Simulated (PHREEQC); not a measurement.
PHREEQC input (ion-association model, wateq4f.dat):

```
SOLUTION_MASTER_SPECIES
  An  An-  0  An  62.0  # stands for a non-complexing anion
SOLUTION_SPECIES
  An- = An-
    -log_k 0
    -gamma 3.0 0
PHASES
  Fix_H+
    H+ = H+
    -log_k 0
SOLUTION 1
  temp 25
  units mmol/kgw
  pH 7 charge
  S(6) 0.033
  Na 10.066
  An 10
END
SELECTED_OUTPUT 1
  -reset false
  -pH true
  -pe true
  -ionic_strength true
  -water true
  -totals Na S S(-2) S(6)
  -molalities Hfo_wOH Hfo_wOH2+ Hfo_wO- Hfo_sOH Hfo_sOH2+ Hfo_sO- Hfo_wSO4- Hfo_wOHSO4-2
  -saturation_indices Mirabilite
USER_PUNCH 1
  -headings sigma psi
  10 PUNCH EDL("sigma", "Hfo"), EDL("psi", "Hfo")
PRINT
  -reset false
USE solution 1
SURFACE 1
  Hfo_wOH 0.00539326 600 2.4
  Hfo_sOH 0.000134831
EQUILIBRIUM_PHASES 1
  Fix_H+ -4 HAn 10
    -force_equality true
  O2(g) -0.68 10
END
# ... the last block is repeated for the other 12 points of pH, with NaOH or the acid as the point needs
```

Selected output (columns that matter, 9 of 13 rows; pH added in front):

```
pH	mu	Na	S	m_Hfo_wOH	m_Hfo_wOH2+	m_Hfo_wO-	m_Hfo_sOH	m_Hfo_sOH2+	m_Hfo_sO-	m_Hfo_wSO4-	m_Hfo_wOHSO4-2	si_Mirabilite	sigma	psi
4	0.011826	0.010066	1.6095e-09	0.0020345	0.003297	2.8759e-05	5.1174e-05	8.2933e-05	7.234e-07	1.4793e-05	1.8205e-05	-11.976	0.22108	0.18222
5.33	0.010732	0.010066	4.1539e-08	0.003623	0.0015423	0.00019496	9.1131e-05	3.8795e-05	4.9041e-06	5.7973e-06	2.7161e-05	-10.55	0.088529	0.13789
6	0.010436	0.010066	3.7784e-07	0.0039374	0.0011006	0.0003227	9.9033e-05	2.7681e-05	8.1166e-06	4.0097e-06	2.8612e-05	-9.588	0.049331	0.10906
6.67	0.010257	0.010066	4.1583e-06	0.0040648	0.00085892	0.00044069	0.00010217	2.1588e-05	1.1076e-05	2.7628e-06	2.6079e-05	-8.5444	0.02505	0.076612
8	0.010106	0.010066	3.2089e-05	0.0041392	0.00063759	0.00061559	0.0001035	1.5942e-05	1.5392e-05	6.5319e-08	8.458e-07	-7.6553	0.0013933	0.0060561
9.33	0.010269	0.010387	3.2997e-05	0.0041144	0.00049429	0.00078456	0.00010286	1.2357e-05	1.9614e-05	1.8658e-10	3.0977e-09	-7.6182	-0.019937	-0.066236
10	0.010514	0.010789	3.2999e-05	0.004034	0.00038113	0.00097812	0.00010085	9.5281e-06	2.4453e-05	1.0577e-11	2.233e-10	-7.5884	-0.041005	-0.099698
10.67	0.01119	0.011729	3.2999e-05	0.0037939	0.00024317	0.0013561	9.4848e-05	6.0791e-06	3.3901e-05	6.6114e-13	2.0574e-11	-7.5244	-0.07644	-0.12936
12	0.023487	0.025195	3.2998e-05	0.0019534	2.5604e-05	0.0034139	4.8834e-05	6.4011e-07	8.5348e-05	3.0321e-15	4.6118e-13	-6.9754	-0.23274	-0.16727
```
